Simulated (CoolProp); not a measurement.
Fluoroethane (R161) along the isotherm 116.25 °C: fugacity coefficient from the reference equation and from simpler models built on Tc = 102.1 °C, pc = 5.010 MPa, ω = 0.216; each cubic takes its own stable root.

Computed with CoolProp (reference Helmholtz-energy equation of state, Wu 2012).

| p (MPa) | phase | reference |
|---|---|---|
| 0.5 | gas | 0.9690 |
| 1 | gas | 0.9383 |
| 1.5 | gas | 0.9081 |
| 2 | gas | 0.8782 |
| 2.5 | gas | 0.8486 |
| 3 | gas | 0.8192 |
| 3.5 | gas | 0.7901 |
| 4 | gas | 0.7610 |
| 4.5 | gas | 0.7318 |
| 5 | gas | 0.7025 |

Task: How far does each simpler model (van der Waals, Redlich-Kwong, Soave-Redlich-Kwong, Peng-Robinson) lie from the reference over these 10 states: mean and median of the absolute difference, and the worst?

Result: 
- van der Waals: mean 2.1 %, median 2.2 %, worst +3.7 % at 116.25 °C and 5 MPa
- Redlich-Kwong: mean 0.4 %, median 0.4 %, worst +0.6 % at 116.25 °C and 5 MPa
- Soave-Redlich-Kwong: mean 0.7 %, median 0.7 %, worst +1.4 % at 116.25 °C and 5 MPa
- Peng-Robinson: mean 1.2 %, median 1.3 %, worst -2.0 % at 116.25 °C and 5 MPa
